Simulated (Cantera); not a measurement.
Input: 1 mol Mg(OH)₂, 0.076 mol H₂, 1.6 mol O₂, equilibrated at 0.00133 bar.

Method: chemical equilibrium by Gibbs-energy minimisation in Cantera with the NASA 1993 tables (ideal gas, pure condensed phases). Candidate condensed phases: H₂O, Mg, MgO, Mg(OH)₂; 15 gas species. Rates play no part.

x: gas mole fraction; n: condensed amount in mol.

```csv
T (K),x O₂,x H₂O,x OH,x O,x H₂,x H,n MgO(s)
723,0.592,0.408,8.92e-10,<1e-12,<1e-12,<1e-12,1.00
823,0.592,0.408,2.36e-8,4.85e-12,2.12e-12,<1e-12,1.00
923,0.592,0.408,3.08e-7,2.63e-10,1.06e-10,<1e-12,1.00
1023,0.592,0.408,2.44e-6,6.56e-9,2.48e-9,5.65e-12,1.00
1123,0.592,0.408,1.34e-5,9.27e-8,3.34e-8,2.13e-10,1.00
1223,0.592,0.408,[?],[?],[?],[?],1.00
1323,0.592,0.408,0.000187,5.61e-6,1.88e-6,5.96e-8,1.00
1423,0.592,0.408,0.000528,2.84e-5,9.27e-6,5.54e-7,1.00
1523,0.592,0.407,0.00130,0.000116,3.71e-5,3.86e-6,1.00
1623,0.591,0.406,[?],[?],[?],[?],1.000
1723,0.589,0.404,0.00577,0.00119,0.000367,9.57e-5,1.000
1823,0.585,0.399,0.0107,0.00316,0.000951,0.000366,1.000
1923,0.579,0.392,0.0185,0.00754,0.00222,0.00122,1.000
```

### Question
Fill in the missing entries.

### Answer

- 1223, x OH: 5.57e-5
- 1223, x O: 8.51e-7
- 1223, x H₂: 2.95e-7
- 1223, x H: 4.47e-9
- 1623, x OH: 0.00287
- 1623, x O: 0.000400
- 1623, x H₂: 0.000125
- 1623, x H: 2.12e-5
